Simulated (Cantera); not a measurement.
## SiCl4 + NH3 (silicon nitride deposition)

Input: 1 mol SiCl4, a varied amount of NH3, equilibrated at 540 Torr.

Cantera equilibrium calculation (NASA polynomials, part measured and part estimated; ideal gas, pure solids and liquids). Candidate condensed phases: NH4Cl, Si, Si3N4; 28 gas species. The tables' values for SiCl3 are old estimates. The numbers say what is thermodynamically allowed, not how fast it happens.

Map the stable condensed phases over T = 900, 975, 1050, 1125, 1200, 1275, 1350, 1425, 1500, 1575, 1650, 1725, 1800, 1875 K and n(NH3) in mol = 0.47, 0.59, 0.75, 0.95, 1.2, 1.5, 1.9, 2.4, 3.1, 3.9.


```
T in K \ n(NH3) in mol
         0.47 0.59 0.75 0.95  1.2  1.5  1.9  2.4  3.1  3.9
   1875     A    A    A    A    A    A    A    A    A    B
   1800     A    A    A    A    A    A    A    B    B    B
   1725     A    A    A    A    B    B    B    B    B    B
   1650     A    B    B    B    B    B    B    B    B    B
   1575     B    B    B    B    B    B    B    B    B    B
   1500     B    B    B    B    B    B    B    B    B    B
   1425     B    B    B    B    B    B    B    B    B    B
   1350     B    B    B    B    B    B    B    B    B    B
   1275     B    B    B    B    B    B    B    B    B    B
   1200     B    B    B    B    B    B    B    B    B    B
   1125     B    B    B    B    B    B    B    B    B    B
   1050     B    B    B    B    B    B    B    B    B    B
    975     B    B    B    B    B    B    B    B    B    B
    900     B    B    B    B    B    B    B    B    B    B
```
A: gas only; B: Si3N4.
